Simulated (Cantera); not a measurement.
Charge: 1 mol CuO, 0.51 mol CH4, 0.045 mol CO, held at 2048 K and 0.158 Torr.

Method: chemical equilibrium by Gibbs-energy minimisation in Cantera with the NASA 1993 tables (ideal gas, pure condensed phases). Candidate condensed phases: C, C6H6, C7H8, C8H18, Cu, CuO, Cu(OH)2, Cu2O, H2O; 113 gas species. Rates play no part.

Base state: Cu 0.373, H2 0.197, CO 0.179, H2O 0.147, H 0.0685, CO2 0.0281, OH 0.00557, O 0.00140 (mole fractions); condensed: gas only.

What changes in the equilibrium state with this change: temperature from 2048 K to 1848 K?


| species | before | after |
|---|---|---|
| Cu | 0.373 | 0.385 |
| H2 | 0.197 | 0.227 |
| CO | 0.179 | 0.182 |
| H | 0.0685 | 0.0174 |
| CO2 | 0.0281 | 0.0313 |
| H2O | 0.147 | 0.156 |
| O2 | 0.000449 | 1.56e-5 |
| O | 0.00140 | 5.17e-5 |

What changes in the equilibrium state with this change: temperature from 2048 K to 1950 K?


```tsv
species	before	after
Cu	0.373	0.381
H2	0.197	0.215
CO	0.179	0.182
H	0.0685	0.0367
CO2	0.0281	0.0296
H2O	0.147	0.154
O2	0.000449	9.39e-5
O	0.00140	0.000302
OH	0.00557	0.00239
CuO	1.17e-5	6.00e-6
```
